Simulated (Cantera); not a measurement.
A closed system holds: 1 mol SiC, 0.011 mol H2O, 85 mol H2, equilibrated at 100 Torr.

These are equilibrium values from Cantera (NASA tables, ideal gas, pure condensed phases), not measurements of a reactor. Candidate condensed phases: C, C6H6, C7H8, C8H18, H2O, Si, SiC, SiO2; 123 gas species. Equilibrium is a limit: real reactors are often held back by kinetics, nucleation or transport.

**Question.** At 1302 °C, list the 4 most abundant gas species with their mole fractions, and the condensed phases.

**Answer.** H2 1.000, H 0.000114, SiO 6.99e-5, CO 5.93e-5. Condensed: SiC(s).
